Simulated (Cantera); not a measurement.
Mixture: 8.18 % CH3OH, 15.4 % O2, 57.6 % N2, 18.8 % CO2, equivalence ratio 0.80, at 7500 Torr, adiabatic and at constant volume. Ignition delay is the time to a rise of 400 K.

Cantera simulation using GRI-Mech 3.0 (53 species, 325 reactions); the numbers are that mechanism's predictions, not measurements. GRI-Mech 3.0 was tuned for natural gas; its chemistry of methanol as a main component is partial and can be far from experiment.

### Question
Predict: delay at 1200 K; delay at 1300 K; delay at 1400 K; delay at 1500 K; delay at 1600 K; apparent activation energy between 1500 and 1600 K.

### Answer
* **delay at 1200 K**: 1.59 ms
* **delay at 1300 K**: 0.339 ms
* **delay at 1400 K**: 94.2 µs
* **delay at 1500 K**: 32.7 µs
* **delay at 1600 K**: 13.6 µs
* **apparent activation energy between 1500 and 1600 K**: 180 kJ/mol
